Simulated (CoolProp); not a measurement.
Values from CoolProp's reference Helmholtz-energy equation of state, McLinden 2020.

Task: Give the vapour pressure (MPa), liquid density (kg/m³), vapour density (kg/m³), enthalpy of vaporisation (kJ/kg) of saturated R1336mzz(Z) at 113.45 °C.

Result: 
| T (°C) | p (MPa) | liquid density (kg/m³) | vapour density (kg/m³) | enthalpy of vaporisation (kJ/kg) |
|---|---|---|---|---|
| 113.45 | 0.956 | 1090 | 64.6 | 117 |
